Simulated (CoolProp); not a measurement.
Model: reference Helmholtz-energy equation of state, Lemmon 2006, in CoolProp. It is a short technical equation, of lower accuracy than the large ones.

### Question
For acetone, give the phase and the density (kg/m³), cp (kJ/(kg K)), cv (kJ/(kg K)), speed of sound (m/s) at 314.3 K and 2270 kPa; 293.7 K and 3840 kPa.

### Answer
- 314.3 K and 2270 kPa: liquid; density 769, cp 2.18, cv 1.58, speed of sound 1110
- 293.7 K and 3840 kPa: liquid; density 793, cp 2.12, cv 1.54, speed of sound 1210
